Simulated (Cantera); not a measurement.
An isothermal, constant-pressure homogeneous reactor starts with CH3OH : O2 : N2 = 0.0085 : 0.031 : 1 (molar parts), equivalence ratio 0.41, at 1200 K and 6.40 bar.

Model: GRI-Mech 3.0 (53 species, 325 reactions), integrated in Cantera. GRI-Mech 3.0 was tuned for natural gas; its chemistry of methanol as a main component is partial and can be far from experiment.

One state of this run: x CH3OH = <1e-12; x O2 = 0.0175; x CH2CO = <1e-12; x C2H6 = <1e-12; x CO = 3.69e-5; x CH2O = <1e-12. x: mole fraction; the columns are a selection and need not sum to one.

Which value of t (s) does it belong to?
(A) 0.238
(B) 0.00215
(C) 0.000328
(D) 0.00552

A, 0.238
